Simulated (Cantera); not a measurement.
Gas mixture: CO = 0.13 (molar parts), at 1.43 Torr, frozen composition.

Cantera's kinetic-theory transport with the Lennard-Jones parameters of GRI-Mech 3.0, ideal gas; thermal conductivity in the multicomponent form.

D: mixture-averaged diffusion coefficient of that species in the mixture.

```tsv
T (K)	ρ (kg/m³)	cp (J/kg/K)	μ (µPa s)	λ (mW/m/K)	Pr	D (cm²/s) H	D (cm²/s) C2H2	D (cm²/s) CO2
400	0.00160	1049	22.0	31.9	0.722	1070	148	141
650	0.000985	1098	___	___	0.718	___	___	___
900	0.000711	1164	38.1	61.9	0.716	4290	602	576
1150	0.000557	1211	___	___	0.715	___	___	___
1400	0.000457	1246	50.8	88.6	0.714	8970	1260	1210
1650	0.000388	1271	56.5	101	0.714	11800	1660	1590
1900	0.000337	1289	61.9	112	0.713	14900	2100	2010
2150	0.000298	1301	67.0	122	0.713	18300	2580	2470
2400	0.000267	1311	72.0	132	0.712	21900	3090	2970
```

Task: Fill in the missing entries.

Result: 
- 650, μ (µPa s): 30.7
- 650, λ (mW/m/K): 47.0
- 650, D (cm²/s) H: 2480
- 650, D (cm²/s) C2H2: 346
- 650, D (cm²/s) CO2: 330
- 1150, μ (µPa s): 44.7
- 1150, λ (mW/m/K): 75.7
- 1150, D (cm²/s) H: 6460
- 1150, D (cm²/s) C2H2: 910
- 1150, D (cm²/s) CO2: 871
